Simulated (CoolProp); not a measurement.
Saturation properties of R1224YDZ (Tc = 428.7 K, pc = 3.334 MPa, ω = 0.325).

The numbers come from the reference Helmholtz-energy equation of state, Akasaka 2023 in CoolProp.

| T (K) | p (MPa) | liquid density (kg/m³) | vapour density (kg/m³) | enthalpy of vaporisation (kJ/kg) | liquid cp (kJ/(kg K)) |
|---|---|---|---|---|---|
| 213.2 | 0.001560 | 1574 | 0.1312 | 203.4 | 1.026 |
| 217.2 | 0.002135 | 1564 | 0.1763 | 201.6 | 1.029 |
| 221.3 | 0.002903 | 1554 | 0.2356 | 199.8 | 1.033 |
| 225.3 | 0.003867 | 1545 | 0.3085 | 197.9 | 1.037 |
| 229.4 | 0.005122 | 1535 | 0.4019 | 196.1 | 1.041 |
| 233.5 | 0.006705 | 1525 | 0.5176 | 194.3 | 1.046 |
| 237.5 | 0.008624 | 1515 | 0.6555 | 192.5 | 1.050 |
| 241.6 | 0.01104 | 1505 | 0.8267 | 190.7 | 1.055 |
| 245.6 | 0.01392 | 1496 | 1.027 | 188.9 | 1.061 |

It boils at 288.0 K under 1 atm.
